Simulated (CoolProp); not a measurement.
Saturation properties of R1336mzz(Z) (Tc = 444.5 K, pc = 2.904 MPa, ω = 0.386).

The numbers come from the reference Helmholtz-energy equation of state, McLinden 2020 in CoolProp.

```
T (K)  p (MPa)  vapour density (kg/m³)  liquid cp (kJ/(kg K))
-----  -------  ----------------------  ---------------------
283    0.03909                   2.801                  1.190
290.6  0.05422                   3.810                  1.205
298.2  0.07371                   5.090                  1.221
305.8  0.09838                   6.690                  1.237
313.4   0.1291                   8.665                  1.253
321     0.1670                   11.08                  1.269
328.6   0.2129                   14.00                  1.286
336.2   0.2680                   17.50                  1.303
343.8   0.3334                   21.69                  1.322
351.4   0.4104                   26.66                  1.341
359     0.5002                   32.56                  1.363
```

It boils at 306.6 K under 1 atm.
